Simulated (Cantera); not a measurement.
Input: 1 mol SiO₂, 0.022 mol Si, a varied amount of H₂, at 1 atm.

These are equilibrium values from Cantera (NASA tables, ideal gas, pure condensed phases), not measurements of a reactor. Candidate condensed phases: H₂O, Si, SiO₂; 18 gas species. The tables hold silica as quartz up to 1696 K and as liquid above; real silica turns to tridymite and cristobalite and melts near 1996 K. Rates play no part.

Q: What condenses at these points (T in K, n(H₂) in mol): (2498, 2.8); (2748, 1.4); (2848, 5.8); (2848, 0.97); (2748, 8.2)?

A: 
```tsv
T (K)	n(H₂) in mol	condensed phases	Si condensed (%)
2498	2.8	SiO₂	48.3
2748	1.4	SiO₂	30.1
2848	5.8	gas only	0.0
2848	0.97	SiO₂	34.5
2748	8.2	gas only	0.0
```
